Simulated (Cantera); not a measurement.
Source: NASA polynomial tables (part measured, part estimated), evaluated in Cantera. Values are per mole of reaction as written; species without (g) are pure solids or liquids, kept so even where they would boil at 1 bar.

N₂(g) + 2 BCl₃(g) = 2 BN + 3 Cl₂(g)

```json
[
 {"T (K)": "300", "ΔH° (kJ)": "?", "ΔS° (J/K)": "?", "ΔG° (kJ)": "?", "log10 K": "?"},
 {"T (K)": "800", "ΔH° (kJ)": "302.8", "ΔS° (J/K)": "-77.1", "ΔG° (kJ)": "364.4", "log10 K": "-23.80"},
 {"T (K)": "875", "ΔH° (kJ)": "?", "ΔS° (J/K)": "?", "ΔG° (kJ)": "?", "log10 K": "?"},
 {"T (K)": "950", "ΔH° (kJ)": "?", "ΔS° (J/K)": "?", "ΔG° (kJ)": "?", "log10 K": "?"},
 {"T (K)": "1025", "ΔH° (kJ)": "304.3", "ΔS° (J/K)": "-75.4", "ΔG° (kJ)": "381.6", "log10 K": "-19.45"},
 {"T (K)": "1100", "ΔH° (kJ)": "?", "ΔS° (J/K)": "?", "ΔG° (kJ)": "?", "log10 K": "?"}
]
```

Fill in the missing entries.


- 300, ΔH° (kJ): 304.0
- 300, ΔS° (J/K): -73.2
- 300, ΔG° (kJ): 326.0
- 300, log10 K: -56.76
- 875, ΔH° (kJ): 303.2
- 875, ΔS° (J/K): -76.6
- 875, ΔG° (kJ): 370.2
- 875, log10 K: -22.10
- 950, ΔH° (kJ): 303.7
- 950, ΔS° (J/K): -76.0
- 950, ΔG° (kJ): 375.9
- 950, log10 K: -20.67
- 1100, ΔH° (kJ): 305.0
- 1100, ΔS° (J/K): -74.8
- 1100, ΔG° (kJ): 387.2
- 1100, log10 K: -18.39
